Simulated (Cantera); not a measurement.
Ammonia decomposition in nitride growth gas

An isothermal, constant-pressure homogeneous reactor starts with NH3 : H2 = 1 : 2.4 (molar parts), at 2050 K and 101000 Pa.

Cantera simulation using the gas-phase N/H chemistry of the illustrative SiF4/NH3 mechanism in the Surface Chemkin manual (1991); the numbers are that mechanism's predictions, not measurements. Walls and surfaces, which speed up NH3 decomposition in real reactors, are not modelled.

```
t (s)        x NH3   x H2     x NH       x H      x N2
--------  --------  -----  -------  --------  --------
0.000300     0.291  0.707  1.54e-5  0.000553  0.000892
0.000657     0.286  0.710  1.54e-5  0.000560   0.00260
0.00144      0.277  0.715  1.53e-5  0.000570   0.00623
0.00315      0.258  0.727  1.49e-5  0.000593    0.0137
0.00690      0.222  0.750  1.42e-5  0.000642    0.0278
0.0151       0.162  0.786  1.28e-5  0.000743    0.0509
0.0331      0.0872  0.832  1.02e-5  0.000950    0.0798
0.0725      0.0281  0.868  6.31e-6   0.00137     0.103
0.159      0.00534  0.881  2.37e-6   0.00194     0.111
0.348      0.00132  0.884  6.91e-7   0.00211     0.113
0.762     0.000472  0.884  2.52e-7   0.00213     0.113
1.67      0.000195  0.884  1.04e-7   0.00213     0.113
3.65       8.56e-5  0.884  4.57e-8   0.00213     0.113
8.00       3.85e-5  0.884  2.06e-8   0.00213     0.114
```
x: mole fraction; the columns are a selection and need not sum to one.

Equilibrium at this temperature and pressure: NH3 5.25e-6, H2 0.884, NH 2.80e-9, H 0.00213, N2 0.114 (gas phase only).
